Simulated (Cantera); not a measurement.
Stirred combustor or abatement burner

A perfectly stirred reactor is fed with 5.40 % CH₄, 0.227 % H₂, 19.8 % O₂, 74.5 % N₂, at 21000 Pa; it is adiabatic with a 800 K inlet, and is followed from long to short residence time, starting on the burning branch (τ in s: 0.14, 0.057, 0.024, 0.01, 0.0042, 0.0017, 0.00073, 0.0003, 0.00013, 5.3e-05, 2.2e-05, 9.3e-06, 3.9e-06).

Detailed kinetics in Cantera: GRI-Mech 3.0 (53 species, 325 reactions).

| τ (s) | T (K) | x CH₄ | x H₂ | x O₂ | x HCO | x C₂H | x H |
|---|---|---|---|---|---|---|---|
| 0.14 | 1945 | 6.63e-6 | 0.000649 | 0.0884 | 4.53e-8 | <1e-12 | 0.000266 |
| 0.057 | 1924 | 1.19e-5 | 0.00106 | 0.0884 | 1.14e-7 | <1e-12 | 0.000570 |
| 0.024 | 1893 | 2.11e-5 | 0.00166 | 0.0886 | 2.72e-7 | <1e-12 | 0.00116 |
| 0.010 | 1850 | 3.92e-5 | 0.00248 | 0.0889 | 6.42e-7 | 1.63e-12 | 0.00221 |
| 0.0042 | 1797 | 7.74e-5 | 0.00342 | 0.0896 | 1.47e-6 | 3.56e-12 | 0.00377 |
| 0.0017 | 1734 | 0.000173 | 0.00441 | 0.0911 | 3.45e-6 | 9.90e-12 | 0.00572 |
| 0.00073 | 1672 | 0.000417 | 0.00525 | 0.0943 | 7.75e-6 | 3.42e-11 | 0.00703 |
| 0.00030 | 1597 | 0.00138 | 0.00642 | 0.102 | 1.92e-5 | 2.17e-10 | 0.00633 |
| 0.00013 | 800 | 0.0540 | 0.00227 | 0.198 | <1e-12 | <1e-12 | <1e-12 |
| 5.3e-5 | 800 | 0.0540 | 0.00227 | 0.198 | <1e-12 | <1e-12 | <1e-12 |
| 2.2e-5 | 800 | 0.0540 | 0.00227 | 0.198 | <1e-12 | <1e-12 | <1e-12 |
| 9.3e-6 | 800 | 0.0540 | 0.00227 | 0.198 | <1e-12 | <1e-12 | <1e-12 |
| 3.9e-6 | 800 | 0.0540 | 0.00227 | 0.198 | <1e-12 | <1e-12 | <1e-12 |
x: mole fraction; the columns are a selection and need not sum to one.
